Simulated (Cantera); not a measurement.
**Silicon nitride deposition: SiCl4 + N2 + H2 + NH3**

A closed system holds: 1 mol SiCl4, 38 mol N2, 2.4 mol H2, 20 mol NH3, equilibrated at 3.30 mbar.

These are equilibrium values from Cantera (NASA tables, ideal gas, pure condensed phases), not measurements of a reactor. Candidate condensed phases: NH4Cl, Si, Si3N4; 28 gas species. The tables' values for SiCl, SiN, SiCl3 are old estimates; treat these amounts as uncertain. Gases not in the tables: Si2H6 and higher silanes. Rates play no part.

From 750 K to 1650 K the condensed part is Si3N4(s). From 1750 K to 1850 K the condensed part is Si(l). At 1950 K nothing is condensed. The main Si-bearing gas is SiCl4 at 750 K and SiCl2 at 1950 K.

```json
[
 {"T (K)": "750", "log p N2": "-2.72", "log p H2": "-2.91", "log p HCl": "-3.79", "log p H": "-13.96", "log p SiCl2": "-14.45", "n Si3N4(s)": "0.333", "n Si(l)": "0"},
 {"T (K)": "850", "log p N2": "-2.72", "log p H2": "-2.91", "log p HCl": "-3.79", "log p H": "-12.14", "log p SiCl2": "-12.27", "n Si3N4(s)": "0.333", "n Si(l)": "0"},
 {"T (K)": "950", "log p N2": "-2.72", "log p H2": "-2.91", "log p HCl": "-3.79", "log p H": "-10.71", "log p SiCl2": "-10.55", "n Si3N4(s)": "0.333", "n Si(l)": "0"},
 {"T (K)": "1050", "log p N2": "-2.72", "log p H2": "-2.91", "log p HCl": "-3.79", "log p H": "-9.55", "log p SiCl2": "-9.16", "n Si3N4(s)": "0.333", "n Si(l)": "0"},
 {"T (K)": "1150", "log p N2": "-2.72", "log p H2": "-2.91", "log p HCl": "-3.79", "log p H": "-8.58", "log p SiCl2": "-8.02", "n Si3N4(s)": "0.333", "n Si(l)": "0"},
 {"T (K)": "1250", "log p N2": "-2.72", "log p H2": "-2.91", "log p HCl": "-3.79", "log p H": "-7.77", "log p SiCl2": "-7.06", "n Si3N4(s)": "0.333", "n Si(l)": "0"},
 {"T (K)": "1350", "log p N2": "-2.72", "log p H2": "-2.91", "log p HCl": "-3.80", "log p H": "-7.08", "log p SiCl2": "-6.25", "n Si3N4(s)": "0.329", "n Si(l)": "0"},
 {"T (K)": "1450", "log p N2": "-2.72", "log p H2": "-2.91", "log p HCl": "-3.81", "log p H": "-6.48", "log p SiCl2": "-5.58", "n Si3N4(s)": "0.311", "n Si(l)": "0"},
 {"T (K)": "1550", "log p N2": "-2.72", "log p H2": "-2.91", "log p HCl": "-3.84", "log p H": "-5.96", "log p SiCl2": "-5.05", "n Si3N4(s)": "0.259", "n Si(l)": "0"},
 {"T (K)": "1650", "log p N2": "-2.72", "log p H2": "-2.91", "log p HCl": "-3.92", "log p H": "-5.49", "log p SiCl2": "-4.69", "n Si3N4(s)": "0.160", "n Si(l)": "0"},
 {"T (K)": "1750", "log p N2": "-2.72", "log p H2": "-2.91", "log p HCl": "-3.99", "log p H": "-5.09", "log p SiCl2": "-4.55", "n Si3N4(s)": "0", "n Si(l)": "0.238"},
 {"T (K)": "1850", "log p N2": "-2.72", "log p H2": "-2.91", "log p HCl": "-3.98", "log p H": "-4.72", "log p SiCl2": "-4.59", "n Si3N4(s)": "0", "n Si(l)": "0.135"},
 {"T (K)": "1950", "log p N2": "-2.72", "log p H2": "-2.92", "log p HCl": "-3.94", "log p H": "-4.40", "log p SiCl2": "-4.71", "n Si3N4(s)": "0", "n Si(l)": "0"}
]
```
log p: log10 of the partial pressure in bar; n: condensed amount in mol.
